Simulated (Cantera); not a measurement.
Charge: 1 mol Al2O3, 91 mol H2, held at 1223 K and 1.20 mbar.

Cantera equilibrium calculation (NASA polynomials, part measured and part estimated; ideal gas, pure solids and liquids). Candidate condensed phases: Al, Al2O3, H2O; 19 gas species. The numbers say what is thermodynamically allowed, not how fast it happens.

Base state: H2 1.000 (mole fractions); condensed: Al2O3(s).

Question: What changes in the equilibrium state with this change: Al2O3 replaced by TiO2?

Answer: 
```tsv
species	before	after
H2	1.000	0.999
H2O	9.05e-9	0.00137
Al2O3(s), mol	1.00	0
TiO2(rutile), mol	0	0.503
Ti4O7(s), mol	0	0.124
```
Mutual solubility and eutectic melting of coexisting phases are not modelled. Condensed phases not in the tables: Magnéli phases beyond Ti4O7. Further candidate phases: Ti, TiO, TiO2, Ti2O3, Ti3O5, Ti4O7.
